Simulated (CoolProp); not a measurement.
Saturation properties of methanol.

Model: reference Helmholtz-energy equation of state, de Reuck 1993, in CoolProp.

```tsv
T (K)	p (bar)	liquid density (kg/m³)	vapour density (kg/m³)	enthalpy of vaporisation (kJ/kg)	liquid viscosity (µPa s)	liquid conductivity (mW/(m K))
232.6	0.001913	848.2	0.003181	1255	1800	212
246.1	0.005978	835.2	0.009417	1240	1340	210
259.6	0.01642	822.4	0.02460	1223	1030	207
273.1	0.04043	809.7	0.05784	1205	806	…
286.6	0.09070	797.1	0.1243	1186	647	202
300.1	0.1878	784.4	0.2474	1166	528	200
313.6	0.3627	771.7	0.4612	1144	439	197
327.1	…	758.7	0.8122	1121	370	195
340.6	1.137	745.4	…	1095	315	192
354.2	1.880	731.5	2.200	1067	271	189
367.7	2.971	717.0	3.415	1036	235	187
381.2	4.531	701.7	5.143	1001	206	184
394.7	6.692	685.4	7.554	961.4	180	182
```

Task: Fill in the missing entries.

Result: 
- 273.1, liquid conductivity (mW/(m K)): 205
- 327.1, p (bar): 0.6595
- 340.6, vapour density (kg/m³): 1.363

It boils at 337.6 K under 1 atm.

Viscosity comes from a separate model (Xiang 2006). Thermal conductivity comes from a separate model (Sykioti 2013).
